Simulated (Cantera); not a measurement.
Input: 1 mol FeCl2, 0.47 mol H2, equilibrated at 1748.15 K and 0.700 bar.

Method: chemical equilibrium by Gibbs-energy minimisation in Cantera with the NASA 1993 tables (ideal gas, pure condensed phases). Candidate condensed phases: Fe, FeCl2, FeCl3; 11 gas species. The numbers say what is thermodynamically allowed, not how fast it happens.

Base state: FeCl2 0.532, HCl 0.292, H2 0.174, Fe2Cl4 0.00161, FeCl3 0.000216, Cl 0.000148, H 0.000114, Fe 1.93e-5 (mole fractions); condensed: Fe(δ).

Task: What changes in the equilibrium state with this change: temperature from 1748.15 K to 1523 K?

Result: 
```json
[
 {"species": "FeCl2", "before": "0.532", "after": "0.510"},
 {"species": "HCl", "before": "0.292", "after": "0.323"},
 {"species": "H2", "before": "0.174", "after": "0.160"},
 {"species": "Fe", "before": "1.93e-5", "after": "3.47e-7"},
 {"species": "H", "before": "0.000114", "after": "1.11e-5"},
 {"species": "Cl", "before": "0.000148", "after": "1.79e-5"},
 {"species": "Fe2Cl4", "before": "0.00161", "after": "0.00607"},
 {"species": "Fe(δ), mol", "before": "0.215", "after": "0"},
 {"species": "Fe(γ), mol", "before": "0", "after": "0.236"}
]
```

Task: What changes in the equilibrium state with this change: H2 from 0.47 to 1.2 mol?

Result: 
```tsv
species	before	after
H2	0.174	0.384
HCl	0.292	0.322
FeCl2	0.532	0.292
Fe2Cl4	0.00161	0.000487
FeCl3	0.000216	8.80e-5
H	0.000114	0.000170
Cl	0.000148	0.000110
Fe	1.93e-5	1.93e-5
Fe(δ), mol	0.215	0.355
```
